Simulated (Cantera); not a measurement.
Input: 1 mol Ta2O5, 0.8 mol CO, held at 18.0 mbar.

These are equilibrium values from Cantera (NASA tables, ideal gas, pure condensed phases), not measurements of a reactor. Candidate condensed phases: C, Ta, TaC, Ta2O5; 15 gas species. Mutual solubility and eutectic melting of coexisting phases are not modelled. TaC: taken at fixed stoichiometry. Condensed phases not in the tables: Ta2C. Rates play no part.

x: gas mole fraction; n: condensed amount in mol.

```tsv
T (°C)	x CO	x TaO2	x CO2	x O	x TaO	n C(graphite)	n Ta2O5(s)	n TaC(s)	n Ta2O5(l)
802	0.998	<1e-12	0.00243	<1e-12	<1e-12	0.00194	1.00	0	0
952	0.999	<1e-12	0.000680	<1e-12	<1e-12	0	1.000	0.000155	0
1102	0.999	<1e-12	0.000667	<1e-12	<1e-12	0	1.000	0.000152	0
1252	0.999	2.57e-10	0.000657	___	3.54e-12	0	1.000	0.000150	0
1402	0.999	2.53e-8	0.000650	___	7.82e-10	0	1.000	0.000149	0
1552	0.999	1.14e-6	0.000646	___	6.97e-8	0	1.000	0.000147	0
1702	0.999	2.83e-5	0.000643	___	3.08e-6	0	1.000	0.000143	0
1852	0.999	0.000397	0.000621	___	7.37e-5	0	0	0	1.000
2002	0.996	0.00216	0.00147	___	0.000262	0	0	0	0.999
2152	0.987	0.00771	0.00447	___	0.000450	0	0	0	0.997
2302	0.964	0.0232	0.0118	___	0.000706	0	0	0	0.990
```

**Question.** Some entries are withheld; supply them.

**Answer.** 
- 1252, x O: 1.46e-12
- 1402, x O: 6.31e-11
- 1552, x O: 1.47e-9
- 1702, x O: 2.11e-8
- 1852, x O: 2.01e-7
- 2002, x O: 3.48e-6
- 2152, x O: 6.09e-5
- 2302, x O: 0.000767
